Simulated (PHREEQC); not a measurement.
Solution (25 °C): 0.19 mol MgSO4 and 0.00013 mol KBr per kg of water. Closed to the air; pH follows from the charge balance.

Model: ion-association model, phreeqc.dat, run in PHREEQC.

No solid was allowed to form.

Problem. What ionic strength, density, specific conductance does the model give?

Solution. ionic strength 0.326 mol/kgw; density 1.020 g/cm³; specific conductance 12200 µS/cm.

Problem. In which forms is Mg present?

Solution. MgSO4 57 %, Mg+2 43 % of the Mg.
